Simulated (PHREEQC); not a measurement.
**Phosphoric acid bath**

Dissolve 2.1 mmol/kgw H3PO4 and 4.3 mmol/kgw HF at 25 °C. Closed to the air; pH follows from the charge balance.

The numbers come from PHREEQC with the ion-association model, phreeqc.dat.

No solid was allowed to form.

Q: Predict the pH.

A: pH 2.62.

Q: In which forms is P present?

A: H2PO4- 75 %, H3PO4 25 % of the P.

Species that the database lacks are ignored.
